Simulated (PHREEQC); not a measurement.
A column of 0.1 m (30 cells, dispersivity 0.005 m, 3600 s a shift, diffusion coefficient 3e-10 m²/s) holds 0.0056 eq of the database's cation exchanger X per kg of pore water, first in equilibrium with 0.00068 mol NH4Cl and 1e-05 mol HCl per kg of water. It is flushed with 0.0018 mol MnCl2, 0.0022 mol PbCl2 and 1e-05 mol HCl per kg of water, at 25 °C. Values are for the last cell. No CO2 enters from the air. Precipitation was switched off in this run.

All values are PHREEQC results (ion-association model, phreeqc.dat), not measurements.

```tsv
pore volumes	Mn in solution (mol/kgw)	Pb in solution (mol/kgw)	NH4 in solution (mol/kgw)
0	0	0	0.000680
0.15	0	0	0.000680
0.4167	0	0	0.000707
0.55	0	0	0.000983
0.6833	0	0	0.00178
0.95	0	0	0.00434
1.083	1.93e-12	0	0.00550
1.35	4.92e-6	2.17e-9	0.00699
1.483	0.000546	5.65e-6	0.00630
1.617	0.00174	0.000154	0.00386
1.883	0.00226	0.00102	0.00132
2.017	0.00219	0.00139	0.000769
2.15	0.00210	0.00166	0.000446
2.417	0.00196	0.00196	0.000150
2.55	0.00191	0.00204	8.74e-5
2.683	0.00188	0.00210	5.08e-5
2.95	0.00184	0.00215	1.71e-5
3.083	0.00183	0.00217	9.96e-6
3.35	0.00181	0.00219	3.36e-6
3.483	0.00181	0.00219	1.95e-6
3.617	0.00181	0.00219	1.13e-6
3.883	0.00180	0.00220	3.83e-7
4.017	0.00180	0.00220	2.22e-7
```
